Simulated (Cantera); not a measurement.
Feed: 1 mol (CH3)2SiCl2, 820 mol H2, held at 1.00 Torr.

These are equilibrium values from Cantera (NASA tables, ideal gas, pure condensed phases), not measurements of a reactor. Candidate condensed phases: C, C6H6, C7H8, C8H18, Si, SiC; 109 gas species. The feed counts by its element totals alone. Equilibrium is a limit: real reactors are often held back by kinetics, nucleation or transport. All values below are at 2325 K.

Base state: H2 0.737, H 0.259, HCl 0.00168, Si 0.00100, C2H2 (acetylene) 0.000988, Cl 0.000425, SiC2 4.12e-5, C2H 1.67e-5 (mole fractions); condensed: gas only.

Question: What changes in the equilibrium state with this change: H2 from 820 to 61 mol?

Answer: 
```tsv
species	before	after
H2	0.737	0.704
H	0.259	0.253
HCl	0.00168	0.0209
Si	0.00100	0.0111
SiCl2	7.59e-9	1.36e-5
Si2C	3.44e-7	8.13e-5
SiCl	5.53e-7	7.81e-5
C(graphite), mol	0	1.20
```
The tables' values for SiCl are old estimates; treat these amounts as uncertain.
